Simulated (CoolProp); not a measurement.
A single-stage vapour-compression cycle with the fluid: evaporating at 273.15 K (dew point), condensing at 323.15 K (bubble point), superheat 8 K, subcooling 8 K, compressor efficiency 0.65, no pressure losses. The same conditions are run with several fluids, on thermodynamics alone (safety and materials aside).

Values from CoolProp's reference Helmholtz-energy equation of state of each fluid (R245fa: Akasaka 2015; R134a: Tillner-Roth 1994; CH2F2 (R32): Tillner-Roth 1997; C3F8 (R218): Lemmon 2006; n-pentane: Thol 2019; R141b: Lemmon 2006).

### Question
Rank R245fa, R134a, CH2F2 (R32), C3F8 (R218), n-pentane, R141b by cooling COP, highest first.

### Answer
R141b (3.18), n-pentane (3.11), R245fa (3.06), R134a (2.91), CH2F2 (R32) (2.73), C3F8 (R218) (2.30)

```json
[
 {"fluid": "R245fa", "pressure ratio": "6.46", "discharge temperature (K)": "343.9", "refrigerating effect (kJ/kg)": "156", "volumetric capacity (kJ/m³)": "490"},
 {"fluid": "R134a", "pressure ratio": "4.50", "discharge temperature (K)": "351.6", "refrigerating effect (kJ/kg)": "146", "volumetric capacity (kJ/m³)": "2030"},
 {"fluid": "CH2F2 (R32)", "pressure ratio": "3.86", "discharge temperature (K)": "394.9", "refrigerating effect (kJ/kg)": "246", "volumetric capacity (kJ/m³)": "5150"},
 {"fluid": "C3F8 (R218)", "pressure ratio": "3.90", "discharge temperature (K)": "325.1", "refrigerating effect (kJ/kg)": "48.2", "volumetric capacity (kJ/m³)": "1830"},
 {"fluid": "n-pentane", "pressure ratio": "6.51", "discharge temperature (K)": "340.4", "refrigerating effect (kJ/kg)": "301", "volumetric capacity (kJ/m³)": "230"},
 {"fluid": "R141b", "pressure ratio": "6.51", "discharge temperature (K)": "361.9", "refrigerating effect (kJ/kg)": "195", "volumetric capacity (kJ/m³)": "278"}
]
```
